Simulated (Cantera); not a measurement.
**Gas activation for diamond growth**

A perfectly stirred reactor is fed with CH4 : H2 : CO2 = 0.017 : 1 : 0.014 (molar parts), at 10.00 Torr; it is held at 2100 K, and followed from long to short residence time.

Computed with Cantera and GRI-Mech 3.0 (53 species, 325 reactions). Radical loss at walls, strong at low pressure, is not modelled.

```
τ (s)      x CH4   x H2     x CO2    x HCO  x CH2CO     x CH3
------  --------  -----  --------  -------  -------  --------
1.8     0.000524  0.952   3.79e-5  6.47e-9  1.03e-7  0.000190
0.69     0.00101  0.953   7.97e-5  1.11e-8  2.11e-7  0.000313
0.27     0.00193  0.953  0.000184  1.75e-8  3.24e-7  0.000502
0.10     0.00375  0.954  0.000515  2.48e-8  3.63e-7  0.000803
0.040    0.00657  0.954   0.00141  3.00e-8  2.95e-7   0.00115
0.015     0.0107  0.956   0.00392  3.02e-8  1.51e-7   0.00140
0.0059    0.0142  0.962   0.00849  1.86e-8  3.98e-8   0.00114
```
x: mole fraction; the columns are a selection and need not sum to one.
